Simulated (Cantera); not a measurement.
Predominance diagram of Cu at 1875 K against the partial pressures of O2 and H2O (log10, bar). Source: NASA polynomial tables (part measured, part estimated), evaluated in Cantera. Candidates: Cu(l), Cu2O(l). Only these pure phases compete in this equilibrium. 

```
log p(H2O) \ log p(O2)
        columns: -18, -17.1, -16.2, -15.3, -14.4, -13.5, -12.6, -11.7, -10.8, -9.9, -9, -8.1, -7.2, -6.3, -5.4, -4.5, -3.6, -2.7, -1.8, -0.9, 0
      0  A A A A A A A A A B B B B B B B B B C C C
     -1  A A A A A A A B B B B B B B B B B B C C C
     -2  A A A A A B B B B B B B B B B B B B C C C
     -3  A A A B B B B B B B B B B B B B B B C C C
     -4  A B B B B B B B B B B B B B B B B B C C C
     -5  B B B B B B B B B B B B B B B B B B C C C
     -6  B B B B B B B B B B B B B B B B B B C C C
     -7  B B B B B B B B B B B B B B B B B B C C C
     -8  B B B B B B B B B B B B B B B B B B C C C
     -9  B B B B B B B B B B B B B B B B B B C C C
```

A: out of reach (another gas would pass 10 bar, or a non-metal would condense); B: Cu(l); C: Cu2O(l).
